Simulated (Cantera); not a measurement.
## Counterflow diffusion flame

A counterflow diffusion flame at 1.00 bar, nozzles 20 mm apart: fuel side 100 % CH₄ at 525 K, oxidiser side 24.0 % O₂, 76.0 % N₂ at 400 K, fuel mass flux 0.69 times the oxidiser's; mixture-averaged transport, no radiation.

Computed with Cantera and GRI-Mech 3.0 (53 species, 325 reactions). GRI-Mech 3.0 has no aromatics or soot, which form on the fuel side of real flames. The maximum strain rate includes the flame's own expansion and is several times the mean.

| oxidiser flux (kg/m²/s) | max strain (1/s) | mean strain (1/s) | T max (K) | peak x OH | peak x H | peak x NO | peak x CO | peak x C₂H₂ |
|---|---|---|---|---|---|---|---|---|
| 0.25 | 185 | 37.8 | 2214 | 0.0106 | 0.00506 | 0.000362 | 0.0693 | 0.0177 |
| 0.36 | 258 | 54.5 | 2197 | 0.0105 | 0.00530 | 0.000333 | 0.0677 | 0.0166 |
| 0.51 | 353 | 77.1 | 2182 | 0.0104 | 0.00553 | 0.000305 | 0.0665 | 0.0157 |
| 0.73 | 485 | 110 | 2168 | 0.0104 | 0.00578 | 0.000275 | 0.0655 | 0.0148 |
| 1.1 | 701 | 166 | 2150 | 0.0102 | 0.00603 | 0.000236 | 0.0645 | 0.0137 |
| 1.5 | 926 | 227 | 2134 | 0.00996 | 0.00617 | 0.000203 | 0.0639 | 0.0128 |
| 2.2 | 1290 | 333 | 2109 | 0.00950 | 0.00623 | 0.000159 | 0.0634 | 0.0115 |
| 3.1 | 1750 | 469 | 2080 | 0.00892 | 0.00615 | 0.000118 | 0.0632 | 0.0100 |
x: mole fraction; the columns are a selection and need not sum to one.
